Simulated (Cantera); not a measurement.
Mixture: 2.43 % CO, 0.139 % H2, 3.41 % CH4, 19.8 % O2, 74.3 % N2, at 0.640 bar, adiabatic and at constant pressure. Ignition delay is the time to a rise of 400 K.

Detailed kinetics in Cantera: GRI-Mech 3.0 (53 species, 325 reactions). Below about 1000 K GRI-Mech 3.0 lacks low-temperature oxidation paths. Below about 950 K walls govern HO2 and H2O2 in real vessels.

Task: Predict: delay at 850 K; delay at 950 K; delay at 1050 K; delay at 1150 K; delay at 1250 K; delay at 1350 K; apparent activation energy between 1150 and 1350 K.

Result: 
```
Item                                                     Value
--------------------------------------------------  ----------
delay at 850 K                                          6.49 s
delay at 950 K                                         0.869 s
delay at 1050 K                                        0.203 s
delay at 1150 K                                        47.0 ms
delay at 1250 K                                        12.1 ms
delay at 1350 K                                        3.76 ms
apparent activation energy between 1150 and 1350 K  160 kJ/mol
```
